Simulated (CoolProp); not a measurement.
Saturated liquid density (kg/m³) of dimethyl carbonate: the reference equation beside estimates from Tc = 557.0 K, pc = 4909 kPa, ω = 0.346. Rackett uses Z = 0.29056 − 0.08775 ω.

Values from CoolProp's reference Helmholtz-energy equation of state, Zhou 2011.

```json
[
 {"T (K)": "404.4", "reference": "912.8", "Rackett": "930.0", "Redlich-Kwong": "767.5", "Soave-Redlich-Kwong": "813.3", "Peng-Robinson": "921.2"},
 {"T (K)": "407.9", "reference": "907.3", "Rackett": "924.3", "Redlich-Kwong": "761.9", "Soave-Redlich-Kwong": "807.8", "Peng-Robinson": "915.2"},
 {"T (K)": "411.3", "reference": "902.0", "Rackett": "918.7", "Redlich-Kwong": "756.3", "Soave-Redlich-Kwong": "802.5", "Peng-Robinson": "909.3"},
 {"T (K)": "414.7", "reference": "896.6", "Rackett": "913.1", "Redlich-Kwong": "750.7", "Soave-Redlich-Kwong": "797.0", "Peng-Robinson": "903.3"},
 {"T (K)": "418.1", "reference": "891.1", "Rackett": "907.4", "Redlich-Kwong": "744.9", "Soave-Redlich-Kwong": "791.4", "Peng-Robinson": "897.1"},
 {"T (K)": "421.6", "reference": "885.5", "Rackett": "901.4", "Redlich-Kwong": "739.0", "Soave-Redlich-Kwong": "785.6", "Peng-Robinson": "890.7"},
 {"T (K)": "425", "reference": "879.9", "Rackett": "895.6", "Redlich-Kwong": "733.1", "Soave-Redlich-Kwong": "779.8", "Peng-Robinson": "884.2"},
 {"T (K)": "428.4", "reference": "874.3", "Rackett": "889.7", "Redlich-Kwong": "727.1", "Soave-Redlich-Kwong": "773.9", "Peng-Robinson": "877.7"},
 {"T (K)": "431.8", "reference": "868.6", "Rackett": "883.7", "Redlich-Kwong": "721.0", "Soave-Redlich-Kwong": "767.9", "Peng-Robinson": "871.0"}
]
```

Absolute difference from the reference over all 9 rows, mean and median: Rackett 1.8 and 1.8 %, Redlich-Kwong 16.4 and 16.4 %, Soave-Redlich-Kwong 11.2 and 11.2 %, Peng-Robinson 0.6 and 0.7 %.
